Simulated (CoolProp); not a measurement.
A single-stage vapour-compression cycle with R115: evaporating at 221.15 K (dew point), condensing at 273.15 K (bubble point), superheat 2 K, subcooling 2 K, compressor efficiency 0.75, no pressure losses. Each further row changes one setting.

Model: reference Helmholtz-energy equation of state, Lemmon 2016, in CoolProp.

```tsv
case	cooling COP	pressure ratio	discharge temperature (K)	refrigerating effect (kJ/kg)	volumetric capacity (kJ/m³)
as stated	?	8.01	282.7	83.2	392
evaporating temperature 226.15 K	2.83	6.25	281.2	?	511
condensing temperature 268.15 K	2.79	?	277.7	88.3	416
subcooling 7 K	?	8.01	282.7	88.3	416
superheat 12 K	?	8.01	?	89.5	402
compressor efficiency 0.65	2.10	8.01	?	83.2	392
```

Q: Fill in the missing entries.

A: 
- as stated, cooling COP: 2.42
- evaporating temperature 226.15 K, refrigerating effect (kJ/kg): 86.0
- condensing temperature 268.15 K, pressure ratio: 6.82
- subcooling 7 K, cooling COP: 2.57
- superheat 12 K, cooling COP: 2.48
- superheat 12 K, discharge temperature (K): 293.3
- compressor efficiency 0.65, discharge temperature (K): 289.7
